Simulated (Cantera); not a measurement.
Input: 1 mol Si(CH3)4, 8.2 mol H2, at 345 Torr.

Equilibrium computed with Cantera from the NASA thermochemical tables; the gas is ideal and each condensed phase is pure. Candidate condensed phases: C, C6H6, C7H8, C8H18, Si, SiC; 87 gas species. Equilibrium is a limit: real reactors are often held back by kinetics, nucleation or transport. All values below are at 1525 °C.

Base state: H2 0.999, H 0.000519, CH4 0.000356, C2H2 (acetylene) 0.000172 (mole fractions); condensed: C(graphite) + SiC(s).

Question: What changes in the equilibrium state with this change: Si(CH3)4 replaced by SiH2Cl2?

Answer: 
```csv
species,before,after
H2,0.999,0.849
HCl,0,0.107
SiCl2,0,0.0416
SiCl3,0,0.00166
CH4,0.000356,0
SiHCl3,0,0.000214
"C(graphite), mol",2.99,0
"SiC(s), mol",1.000,0
"Si(l), mol",0,0.554
```
The tables' values for SiCl3, SiCl are old estimates; treat these amounts as uncertain. Gases not in the tables: Si2H6 and higher silanes.
